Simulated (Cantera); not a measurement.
Charge: 1 mol Fe3O4, 450 mol H2, 0.64 mol H2O, equilibrated at 2150 K and 11.0 mbar.

These are equilibrium values from Cantera (NASA tables, ideal gas, pure condensed phases), not measurements of a reactor. Candidate condensed phases: Fe, FeO, Fe(OH)2, Fe(OH)3, Fe2O3, Fe3O4, H2O; 12 gas species. The numbers say what is thermodynamically allowed, not how fast it happens.

Base state: H2 0.944, H 0.0391, H2O 0.00997, Fe 0.00648, OH 5.33e-5 (mole fractions); condensed: gas only.

What changes in the equilibrium state with this change: temperature from 2150 K to 1748.15 K?


| species | before | after |
|---|---|---|
| H2 | 0.944 | 0.986 |
| H2O | 0.00997 | 0.0103 |
| H | 0.0391 | 0.00217 |
| Fe | 0.00648 | 0.00123 |
| OH | 5.33e-5 | 1.32e-6 |
| Fe(δ), mol | 0 | 2.44 |

What changes in the equilibrium state with this change: pressure from 11.0 mbar to 1.00 bar?


| species | before | after |
|---|---|---|
| H2 | 0.944 | 0.984 |
| H2O | 0.00997 | 0.0103 |
| H | 0.0391 | 0.00418 |
| Fe | 0.00648 | 0.00173 |
| OH | 5.33e-5 | 5.63e-6 |
| Fe(l), mol | 0 | 2.21 |
